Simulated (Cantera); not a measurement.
Feed: 1 mol Si, 0.011 mol CO2, 21 mol N2, equilibrated at 0.0133 bar.

These are equilibrium values from Cantera (NASA tables, ideal gas, pure condensed phases), not measurements of a reactor. Candidate condensed phases: C, Si, SiC, SiO2, Si2N2O, Si3N4; 34 gas species. N2 is the only nitrogen source here; it is nearly inert below about 1500 K, so the nitride shown seldom forms there in practice. Mutual solubility and eutectic melting of coexisting phases are not modelled. Rates play no part. All values below are at 1075 °C.

Base state: N2 1.000, CO 8.20e-5 (mole fractions); condensed: C(graphite) + Si2N2O(s) + Si3N4(s).

Task: What changes in the equilibrium state with this change: pressure from 0.0133 bar to 0.00133 bar?

Result: 
```tsv
species	before	after
N2	1.000	1.000
CO	8.20e-5	0.000123
C(graphite), mol	0.00933	0
Si2N2O(s), mol	0.0203	0.0195
Si3N4(s), mol	0.320	0.318
SiC(s), mol	0	0.00851
```

Task: What changes in the equilibrium state with this change: CO2 from 0.011 to 1.5 mol?

Result: 
```tsv
species	before	after
N2	1.000	0.933
CO	8.20e-5	0.0672
C(graphite), mol	0.00933	0
Si2N2O(s), mol	0.0203	0.167
Si3N4(s), mol	0.320	0
SiO2(β-quartz), mol	0	0.667
```
The tables hold silica as quartz up to 1696 K and as liquid above; real silica turns to tridymite and cristobalite and melts near 1996 K.
